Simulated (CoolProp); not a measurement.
Vapour-liquid equilibrium of CH2F2 (R32) (1) + R134a (2) at 214.8 K; x and y are mole fractions of (1).

Model: multi-fluid Helmholtz-energy mixture model, Tillner-Roth 1997 and Tillner-Roth 1994; pair parameters Lemmon 2004, in CoolProp.

```
x      bubble pressure, mixture model (MPa)  bubble pressure, Raoult's law (MPa)  y, mixture model  y, Raoult's law
-----  ------------------------------------  -----------------------------------  ----------------  ---------------
0.05                                0.02061                              0.02036             0.182            0.175
0.125                            (withheld)                              0.02437             0.373            0.365
0.2                                 0.02905                              0.02838             0.507            0.501
0.275                               0.03313                              0.03239        (withheld)            0.604
0.35                                0.03715                              0.03640             0.682            0.684
0.425                               0.04111                              0.04041        (withheld)            0.748
0.5                                 0.04503                              0.04442             0.795            0.801
0.575                               0.04892                              0.04843             0.838            0.845
0.65                                0.05281                              0.05244             0.875            0.882
0.725                               0.05670                              0.05645             0.907            0.914
0.8                              (withheld)                              0.06045             0.936            0.941
0.875                               0.06454                              0.06446             0.962            0.966
0.95                                0.06849                              0.06847        (withheld)            0.987
```

Q: Some entries are withheld; supply them.

A: 
- 0.125, bubble pressure, mixture model (MPa): 0.02488
- 0.275, y, mixture model: 0.605
- 0.425, y, mixture model: 0.744
- 0.8, bubble pressure, mixture model (MPa): 0.06061
- 0.95, y, mixture model: 0.986

The largest gap from Raoult's law is +2.4 % in bubble pressure, at x = 0.2. No azeotrope shows between x = 0.05 and 0.95.

The pair parameters rest on a limited set of measurements; away from them the model extrapolates.
